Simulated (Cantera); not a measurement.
An adiabatic, constant-volume homogeneous reactor starts with 15.0 % CH3OH, 17.8 % O2, 67.2 % N2, equivalence ratio 1.3, at 1125 K and 26.0 bar.

Cantera simulation using GRI-Mech 3.0 (53 species, 325 reactions); the numbers are that mechanism's predictions, not measurements. GRI-Mech 3.0 was tuned for natural gas; its chemistry of methanol as a main component is partial and can be far from experiment. The pressure lies above the range GRI-Mech 3.0 was tuned for (to about 10 atm). Above 3000 K some thermodynamic fits are extrapolated.

Q: Predict: time of steepest temperature rise; temperature at 0.300 s; equilibrium temperature; x(O2) at 0.300 s; x(H2O) at 0.300 s; x(H2) at 0.300 s; x(HCN) at 0.300 s; x(NO) at 0.300 s.

A: 
```json
{
 "time_of_steepest_temperature_rise": "2.81 ms",
 "temperature at 0.300 s": "3021 K",
 "equilibrium_temperature": "3021 K",
 "x(O2) at 0.300 s": "0.00185 (gas-phase equilibrium 0.00185)",
 "x(H2O) at 0.300 s": "0.230 (gas-phase equilibrium 0.230)",
 "x(H2) at 0.300 s": "0.0290 (gas-phase equilibrium 0.0290)",
 "x(HCN) at 0.300 s": "1.72e-7 (gas-phase equilibrium 1.72e-7)",
 "x(NO) at 0.300 s": "0.00400 (gas-phase equilibrium 0.00400)"
}
```
